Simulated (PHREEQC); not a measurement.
A column of 1 m (30 cells, dispersivity 0.035 m, 300 s a shift, diffusion coefficient 3e-10 m²/s) holds 0.0016 eq of the database's cation exchanger X per kg of pore water, first in equilibrium with 0.058 mol/kgw BaCl2 and 1e-05 mol/kgw HCl. It is flushed with 1.2 mmol/kgw CaCl2 and 0.01 mmol/kgw HCl, at 15 °C. Values are for the last cell. No CO2 enters from the air. No solid was allowed to form.

The series has 31 steps of pore volumes, from 0 to 4.017.

The numbers come from PHREEQC with the ion-association model, phreeqc.dat.

Q: After how many pore volumes does Ca at the outlet first reach half of its feed value?

A: By 1.2 pore volumes.

Species that the database lacks are ignored.
